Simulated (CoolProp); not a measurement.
Vapour-liquid equilibrium of isopentane (1) + toluene (2) at 81.1 kPa; x and y are mole fractions of (1).

The numbers come from the multi-fluid Helmholtz-energy mixture model, Lemmon 2006 and Lemmon 2006; pair parameters Bell 2016 in CoolProp.

Problem. Give the bubble temperature and the first vapour's composition at x = 0.05, 0.45, 0.55. Is there an azeotrope?

Solution. x = 0.05: 360.9 K, y = 0.401; x = 0.45: 310.7 K, y = 0.946; x = 0.55: 306.6 K, y = 0.961. No azeotrope shows between x = 0.05 and 0.95.

The pair parameters rest on a limited set of measurements; away from them the model extrapolates.
